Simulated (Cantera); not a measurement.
Formation from one mole of O₂

Standard-state values (1 bar) from the NASA 1993 polynomials, evaluated with Cantera. Values are per mole of reaction as written; species without (g) are pure solids or liquids, kept so even where they would boil at 1 bar.

2 Pb + O₂(g) ⇌ 2 PbO(g)

```json
[
 {"T (K)": "300", "ΔH° (kJ)": "140.6", "ΔS° (J/K)": "145.2", "ΔG° (kJ)": "97.0", "log10 K": "-16.89", "condensed phases": "Pb(s)"},
 {"T (K)": "873", "ΔH° (kJ)": "119.8", "ΔS° (J/K)": "108.9", "ΔG° (kJ)": "24.7", "log10 K": "-1.48", "condensed phases": "Pb(l)"},
 {"T (K)": "1073", "ΔH° (kJ)": "115.9", "ΔS° (J/K)": "104.8", "ΔG° (kJ)": "3.4", "log10 K": "-0.16", "condensed phases": "Pb(l)"},
 {"T (K)": "1273", "ΔH° (kJ)": "112.1", "ΔS° (J/K)": "101.6", "ΔG° (kJ)": "-17.2", "log10 K": "0.71", "condensed phases": "Pb(l)"},
 {"T (K)": "1473", "ΔH° (kJ)": "108.4", "ΔS° (J/K)": "98.9", "ΔG° (kJ)": "-37.3", "log10 K": "1.32", "condensed phases": "Pb(l)"},
 {"T (K)": "1673", "ΔH° (kJ)": "104.7", "ΔS° (J/K)": "96.6", "ΔG° (kJ)": "-56.8", "log10 K": "1.77", "condensed phases": "Pb(l)"},
 {"T (K)": "1873", "ΔH° (kJ)": "101.0", "ΔS° (J/K)": "94.5", "ΔG° (kJ)": "-75.9", "log10 K": "2.12", "condensed phases": "Pb(l)"}
]
```

2 H₂(g) + O₂(g) ⇌ 2 H₂O(g)

```json
[
 {"T (K)": "300", "ΔH° (kJ)": "-483.7", "ΔS° (J/K)": "-89.0", "ΔG° (kJ)": "-457.0", "log10 K": "79.57"},
 {"T (K)": "873", "ΔH° (kJ)": "-494.0", "ΔS° (J/K)": "-108.7", "ΔG° (kJ)": "-399.1", "log10 K": "23.88"},
 {"T (K)": "1073", "ΔH° (kJ)": "-496.6", "ΔS° (J/K)": "-111.4", "ΔG° (kJ)": "-377.0", "log10 K": "18.35"},
 {"T (K)": "1273", "ΔH° (kJ)": "-498.7", "ΔS° (J/K)": "-113.2", "ΔG° (kJ)": "-354.6", "log10 K": "14.55"},
 {"T (K)": "1473", "ΔH° (kJ)": "-500.2", "ΔS° (J/K)": "-114.3", "ΔG° (kJ)": "-331.8", "log10 K": "11.77"},
 {"T (K)": "1673", "ΔH° (kJ)": "-501.4", "ΔS° (J/K)": "-115.1", "ΔG° (kJ)": "-308.8", "log10 K": "9.64"},
 {"T (K)": "1873", "ΔH° (kJ)": "-502.3", "ΔS° (J/K)": "-115.6", "ΔG° (kJ)": "-285.8", "log10 K": "7.97"}
]
```

2 C + O₂(g) ⇌ 2 CO(g)

```json
[
 {"T (K)": "300", "ΔH° (kJ)": "-221.0", "ΔS° (J/K)": "178.8", "ΔG° (kJ)": "-274.7", "log10 K": "47.82"},
 {"T (K)": "873", "ΔH° (kJ)": "-222.6", "ΔS° (J/K)": "178.1", "ΔG° (kJ)": "-378.0", "log10 K": "22.62"},
 {"T (K)": "1073", "ΔH° (kJ)": "-224.8", "ΔS° (J/K)": "175.8", "ΔG° (kJ)": "-413.4", "log10 K": "20.13"},
 {"T (K)": "1273", "ΔH° (kJ)": "-227.4", "ΔS° (J/K)": "173.6", "ΔG° (kJ)": "-448.4", "log10 K": "18.40"},
 {"T (K)": "1473", "ΔH° (kJ)": "-230.1", "ΔS° (J/K)": "171.6", "ΔG° (kJ)": "-482.9", "log10 K": "17.12"},
 {"T (K)": "1673", "ΔH° (kJ)": "-232.9", "ΔS° (J/K)": "169.8", "ΔG° (kJ)": "-517.0", "log10 K": "16.14"},
 {"T (K)": "1873", "ΔH° (kJ)": "-235.9", "ΔS° (J/K)": "168.1", "ΔG° (kJ)": "-550.8", "log10 K": "15.36"}
]
```

1.143 Ti + O₂(g) ⇌ 0.2857 Ti₄O₇

```json
[
 {"T (K)": "300", "ΔH° (kJ)": "-972.7", "ΔS° (J/K)": "-183.5", "ΔG° (kJ)": "-917.7", "log10 K": "159.78", "condensed phases": "Ti(α), Ti₄O₇(s)"},
 {"T (K)": "873", "ΔH° (kJ)": "-966.4", "ΔS° (J/K)": "-172.6", "ΔG° (kJ)": "-815.7", "log10 K": "48.81", "condensed phases": "Ti(α), Ti₄O₇(s)"},
 {"T (K)": "1073", "ΔH° (kJ)": "-964.0", "ΔS° (J/K)": "-170.1", "ΔG° (kJ)": "-781.5", "log10 K": "38.04", "condensed phases": "Ti(α), Ti₄O₇(s)"},
 {"T (K)": "1273", "ΔH° (kJ)": "-966.0", "ΔS° (J/K)": "-171.9", "ΔG° (kJ)": "-747.1", "log10 K": "30.66", "condensed phases": "Ti(β), Ti₄O₇(s)"},
 {"T (K)": "1473", "ΔH° (kJ)": "-962.8", "ΔS° (J/K)": "-169.6", "ΔG° (kJ)": "-713.0", "log10 K": "25.28", "condensed phases": "Ti(β), Ti₄O₇(s)"},
 {"T (K)": "1673", "ΔH° (kJ)": "-960.3", "ΔS° (J/K)": "-168.0", "ΔG° (kJ)": "-679.2", "log10 K": "21.21", "condensed phases": "Ti(β), Ti₄O₇(s)"},
 {"T (K)": "1873", "ΔH° (kJ)": "-958.4", "ΔS° (J/K)": "-166.9", "ΔG° (kJ)": "-645.8", "log10 K": "18.01", "condensed phases": "Ti(β), Ti₄O₇(s)"}
]
```
